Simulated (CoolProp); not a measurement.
Vapour-liquid equilibrium of propane (1) + neopentane (2) at 18.85 °C; x and y are mole fractions of (1).

Values from CoolProp's multi-fluid Helmholtz-energy mixture model, Lemmon 2009 and Lemmon 2006; pair parameters Bell 2016.

Task: Give the bubble pressure and the first vapour's composition at x = 0.125, 0.35, 0.425. Is there an azeotrope?

Result: x = 0.125: 0.1814 MPa, y = 0.312; x = 0.35: 0.2722 MPa, y = 0.658; x = 0.425: 0.3122 MPa, y = 0.740. No azeotrope shows between x = 0.05 and 0.95.

The pair parameters rest on a limited set of measurements; away from them the model extrapolates.
